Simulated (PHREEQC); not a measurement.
Make-up at 25 °C: 0.044 mol/kgw NH4HF2 and 0.032 mol/kgw H2SiF6. Closed to the air; pH follows from the charge balance.

Computed with PHREEQC (ion-association model, wateq4f.dat).

```tsv
quantity	before	after
pH	1.71	2.39
ionic strength (mol/kgw)	0.0996	0.125
HF (mol/kgw)	0.0627	0.0929
H2F2 (mol/kgw)	0.0105	0.0232
F- (mol/kgw)	0.00288	0.0212
HF2- (mol/kgw)	0.000710	0.00777
```

Task: Which change was made?
(A) H2SiF6 left out
(B) NH4HF2 from 0.044 to 0.066 mol/kgw
(C) NH4HF2 from 0.044 to 0.088 mol/kgw
(D) H2SiF6 from 0.032 to 0.0064 mol/kgw
(E) H2SiF6 from 0.032 to 0.0032 mol/kgw

Result: C, NH4HF2 from 0.044 to 0.088 mol/kgw

No solid was allowed to form. wateq4f.dat counts part of the HF as a dimer, H2F2, which phreeqc.dat doesn't know; its constant is uncertain. SiF6-2 is the database's only silicon fluoride.
